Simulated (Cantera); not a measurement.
A closed system holds: 1 mol SiC, 0.029 mol H₂O, 6.2 mol H₂, held at 3.10 Pa.

These are equilibrium values from Cantera (NASA tables, ideal gas, pure condensed phases), not measurements of a reactor. Candidate condensed phases: C, C₆H₆, C₇H₈, C₈H₁₈, H₂O, Si, SiC, SiO₂; 123 gas species. Mutual solubility and eutectic melting of coexisting phases are not modelled. The tables hold silica as quartz up to 1696 K and as liquid above; real silica turns to tridymite and cristobalite and melts near 1996 K. Equilibrium is a limit: real reactors are often held back by kinetics, nucleation or transport.

x: gas mole fraction; n: condensed amount in mol.

```csv
T (°C),x H₂,x H,x Si,x SiC₂,x CO,x Si₂C,x SiO,n SiC(s),n SiO₂(β-quartz),n C(graphite)
875,0.997,1.29e-5,2.80e-10,<1e-12,0.00181,<1e-12,0.000787,0.989,0.00639,0
975,0.995,[?],[?],<1e-12,0.00232,[?],0.00232,0.986,0,0
1075,0.995,0.000414,7.36e-7,<1e-12,0.00232,2.94e-10,0.00232,0.985,0,0
1175,0.994,0.00165,1.40e-5,2.43e-11,0.00232,1.40e-8,0.00231,0.985,0,0
1275,0.990,0.00550,0.000177,1.18e-9,0.00240,3.87e-7,0.00222,0.985,0,0
1375,0.978,0.0158,0.00130,4.45e-8,0.00296,5.68e-6,0.00164,0.981,0,0
1475,0.952,[?],[?],[?],0.00417,[?],[?],0.973,0,0
1575,0.899,0.0903,0.00604,0.000116,0.00437,8.22e-5,2.78e-5,0.958,0,0.00814
1675,0.781,0.179,0.0337,0.00109,0.00402,0.000737,3.31e-5,0.739,0,0.205
1775,0.576,0.305,0.106,0.00548,0.00337,0.00238,2.34e-5,0,0,0.847
```

Question: Fill in the missing entries.

Answer: 
- 1475, x H: 0.0400
- 1475, x Si: 0.00376
- 1475, x SiC₂: 2.22e-6
- 1475, x Si₂C: 3.00e-5
- 1475, x SiO: 0.000358
- 975, x H: 8.37e-5
- 975, x Si: 2.39e-8
- 975, x Si₂C: 3.26e-12
